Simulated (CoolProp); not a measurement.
Vapour-liquid equilibrium of propane (1) + n-pentane (2) at 0.118 bar; x and y are mole fractions of (1).

Values from CoolProp's multi-fluid Helmholtz-energy mixture model, Lemmon 2009 and Thol 2019; pair parameters Kunz 2012.

**Question.** Give the bubble temperature and the first vapour's composition at x = 0.05, 0.2, 0.8. Is there an azeotrope?

**Answer.** x = 0.05: -37.2 °C, y = 0.735; x = 0.2: -60.0 °C, y = 0.956; x = 0.8: -78.5 °C, y = 0.997. No azeotrope shows between x = 0.05 and 0.95.

The pair parameters rest on a limited set of measurements; away from them the model extrapolates.
